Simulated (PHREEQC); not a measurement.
Solution (25 °C): 0.0084 mol PbCl2, 7.7e-05 mol KBr and 0.00071 mol Na2SO4 per kg of water. Closed to the air; pH follows from the charge balance.

All values are PHREEQC results (ion-association model, wateq4f.dat), not measurements.

This is a speciation only: nothing precipitates in the calculation.

What pH does the model give?

pH 5.04.

In which forms is Cl present?

Cl- 88 %, PbCl+ 12 % of the Cl.

The solution is supersaturated, for example in Anglesite, Larnakite, so a real one may precipitate; this is no full list. Species that the database lacks are ignored.
